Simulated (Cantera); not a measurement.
A closed system holds: 1 mol Si, 0.011 mol CO2, 130 mol N2, held at 0.180 bar.

These are equilibrium values from Cantera (NASA tables, ideal gas, pure condensed phases), not measurements of a reactor. Candidate condensed phases: C, Si, SiC, SiO2, Si2N2O, Si3N4; 34 gas species. N2 is the only nitrogen source here; it is nearly inert below about 1500 K, so the nitride shown seldom forms there in practice. Mutual solubility and eutectic melting of coexisting phases are not modelled. The numbers say what is thermodynamically allowed, not how fast it happens.

**Question.** Which condensed phases are stable at each of these points (T (K)): 1248, 1348, 1448, 1548, 1648, 1748, 1848, 1948, 2048, 2148?

**Answer.** 
| T (K) | condensed phases | Si condensed (%) |
|---|---|---|
| 1248 | C(graphite) + Si2N2O(s) + Si3N4(s) | 100.0 |
| 1348 | C(graphite) + Si2N2O(s) + Si3N4(s) | 100.0 |
| 1448 | Si2N2O(s) + Si3N4(s) | 100.0 |
| 1548 | Si2N2O(s) + Si3N4(s) | 100.0 |
| 1648 | Si2N2O(s) + Si3N4(s) | 99.7 |
| 1748 | Si3N4(s) | 98.9 |
| 1848 | Si3N4(s) | 98.8 |
| 1948 | SiC(s) + Si3N4(s) | 97.3 |
| 2048 | Si(l) + SiC(s) | 90.6 |
| 2148 | Si(l) | 76.8 |

From 1248 K to 1348 K the condensed part is C(graphite) + Si2N2O(s) + Si3N4(s). From 1448 K to 1648 K the condensed part is Si2N2O(s) + Si3N4(s). From 1748 K to 1848 K the condensed part is Si3N4(s). At 1948 K the condensed part is SiC(s) + Si3N4(s). At 2048 K the condensed part is Si(l) + SiC(s). At 2148 K the condensed part is Si(l).
